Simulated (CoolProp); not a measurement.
Aqueous ethanol as a coolant, 40 % by mass, freezing at -29.5 °C, 1 atm.

Computed with CoolProp (Melinder's fits for secondary coolants).

```
T (°C)  density (kg/m³)  conductivity (W/(m K))  viscosity (mPa s)  Prandtl number
------  ---------------  ----------------------  -----------------  --------------
-25.1             965.4                   0.342               36.1             385
-18.8             961.6                   0.344               22.5             243
-12.4             957.6                   0.347               14.6             159
-6                953.4                     ___               9.87             108
0.3               949.2                   0.352               6.97            77.0
6.7               944.8                   0.355               5.07            56.3
13                940.4                   0.358               3.82            42.5
19.4              935.8                   0.361               2.94            32.8
25.8              931.0                   0.364               2.32            25.9
32.1              926.3                     ___               1.87            20.9
38.5                ___                   0.369               1.53            17.0
```

Question: Some entries are withheld; supply them.

Answer: 
- -6, conductivity (W/(m K)): 0.350
- 32.1, conductivity (W/(m K)): 0.366
- 38.5, density (kg/m³): 921.4
